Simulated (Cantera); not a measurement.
# SiH4 + H2 (silicon epitaxy and polysilicon growth)

Feed: 1 mol SiH4, 3 mol H2, at 0.100 bar.

Cantera equilibrium calculation (NASA polynomials, part measured and part estimated; ideal gas, pure solids and liquids). Candidate condensed phases: Si; 9 gas species. Gases not in the tables: Si2H6 and higher silanes. The numbers say what is thermodynamically allowed, not how fast it happens.

```csv
T (K),x H2,x H,x Si,x SiH2,x SiH,x Si2,x SiH4,x Si3,n Si(s),n Si(l)
1548,1.000,9.74e-5,3.18e-7,2.73e-6,2.66e-7,5.66e-10,1.09e-7,1.13e-10,1.000,0
1573,1.000,0.000129,5.50e-7,3.67e-6,4.19e-7,1.15e-9,1.12e-7,2.41e-10,1.000,0
1598,1.000,0.000168,9.35e-7,4.89e-6,6.49e-7,2.30e-9,1.15e-7,5.02e-10,1.000,0
1623,1.000,0.000219,1.56e-6,6.47e-6,9.93e-7,4.49e-9,1.18e-7,1.02e-9,1.000,0
1648,1.000,0.000282,2.58e-6,8.47e-6,1.50e-6,8.58e-9,1.21e-7,2.04e-9,1.000,0
1673,1.000,0.000360,4.18e-6,1.10e-5,2.23e-6,1.61e-8,1.24e-7,3.97e-9,1.000,0
1698,1.000,0.000457,6.57e-6,1.40e-5,3.23e-6,2.86e-8,1.25e-7,7.21e-9,0,1.000
1723,0.999,0.000576,9.83e-6,1.70e-5,4.47e-6,4.66e-8,1.22e-7,1.16e-8,0,1.000
1748,0.999,0.000722,1.46e-5,2.05e-5,6.12e-6,7.48e-8,1.19e-7,1.83e-8,0,1.000
1773,0.999,0.000899,2.13e-5,2.47e-5,8.31e-6,1.18e-7,1.16e-7,2.86e-8,0,1.000
1798,0.999,0.00111,3.08e-5,2.95e-5,1.12e-5,1.85e-7,1.13e-7,4.41e-8,0,1.000
1823,0.999,0.00137,4.42e-5,3.51e-5,1.49e-5,2.86e-7,1.10e-7,6.72e-8,0,1.000
```
x: gas mole fraction; n: condensed amount in mol.

From 1548 K to 1673 K the condensed part is Si(s). From 1698 K to 1823 K the condensed part is Si(l). The main Si-bearing gas is SiH2 at 1548 K and Si at 1823 K.
